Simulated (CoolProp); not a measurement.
Properties of hydrogen sulfide along the isobar 0.548 MPa.

Computed with CoolProp (reference Helmholtz-energy equation of state, Lemmon 2006). It is a short technical equation, of lower accuracy than the large ones.

```csv
T (K),phase,cv (kJ/(kg K)),speed of sound (m/s),isothermal compressibility (1/MPa)
365.7,gas,0.7945,337.9,1.866
393.8,gas,0.8041,351.0,1.857
421.9,gas,0.8153,363.3,1.850
450,gas,0.8276,375.1,1.845
478.1,gas,0.8406,386.4,1.841
506.2,gas,0.8543,397.2,1.838
534.4,gas,0.8684,407.7,1.836
562.5,gas,0.8828,417.8,1.834
590.6,gas,0.8974,427.5,1.832
618.7,gas,0.9122,437.0,1.831
646.8,gas,0.9271,446.2,1.830
```
